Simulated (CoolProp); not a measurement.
Properties of c-C4F8 (RC318) along the isobar 101 kPa (Tc = 115.2 °C, pc = 2778 kPa, ω = 0.355).

Computed with CoolProp (reference Helmholtz-energy equation of state, Platzer 1990). This equation is an older, rougher fit.

| T (°C) | phase | cv (kJ/(kg K)) | isothermal compressibility (1/MPa) |
|---|---|---|---|
| 60.95 | gas | (withheld) | 10.11 |
| 77.15 | gas | 0.8205 | 10.08 |
| 93.35 | gas | (withheld) | 10.05 |
| 109.55 | gas | (withheld) | 10.03 |
| 125.75 | gas | (withheld) | 10.01 |
| 142.05 | gas | 0.9043 | 9.997 |
| 158.25 | gas | 0.9232 | 9.984 |
| 174.45 | gas | 0.9413 | 9.974 |
| 190.65 | gas | (withheld) | 9.964 |
| 206.85 | gas | (withheld) | 9.956 |

Q: Fill in the missing entries.

A: 
- 60.95, cv (kJ/(kg K)): 0.7975
- 93.35, cv (kJ/(kg K)): 0.8427
- 109.55, cv (kJ/(kg K)): 0.8640
- 125.75, cv (kJ/(kg K)): 0.8845
- 190.65, cv (kJ/(kg K)): 0.9586
- 206.85, cv (kJ/(kg K)): 0.9752
